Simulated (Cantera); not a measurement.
**Pyrogenic steam for wet oxidation**

A perfectly stirred reactor is fed with 34.7 % H2, 34.7 % O2, 30.6 % N2, equivalence ratio 0.50, at 0.132 atm; it is held at 1250 K, and followed from long to short residence time.

Model: the H2/O2 subset of GRI-Mech 3.0, which has no nitrogen chemistry, integrated in Cantera. The temperature is held fixed by assumption; the heat of reaction is taken as removed at once.

| τ (s) | x H2 | x O2 | x H2O2 | x OH | x H | x H2O |
|---|---|---|---|---|---|---|
| 0.68 | 0.000414 | 0.210 | 9.83e-7 | 0.000820 | 3.70e-5 | 0.419 |
| 0.23 | 0.000845 | 0.210 | 1.47e-6 | 0.00118 | 0.000110 | 0.418 |
| 0.079 | 0.00169 | 0.210 | 2.11e-6 | 0.00170 | 0.000322 | 0.417 |
| 0.027 | 0.00335 | 0.210 | 2.89e-6 | 0.00246 | 0.000937 | 0.414 |
| 0.0092 | 0.00653 | 0.210 | 3.71e-6 | 0.00357 | 0.00271 | 0.407 |
| 0.0031 | 0.0125 | 0.210 | 4.38e-6 | 0.00518 | 0.00770 | 0.394 |
| 0.0011 | 0.0225 | 0.212 | 4.60e-6 | 0.00723 | 0.0198 | 0.370 |
| 0.00036 | 0.0401 | 0.215 | 4.21e-6 | 0.00976 | 0.0479 | 0.323 |
| 0.00012 | 0.0672 | 0.224 | 3.49e-6 | 0.0118 | 0.0865 | 0.255 |
x: mole fraction; the columns are a selection and need not sum to one.
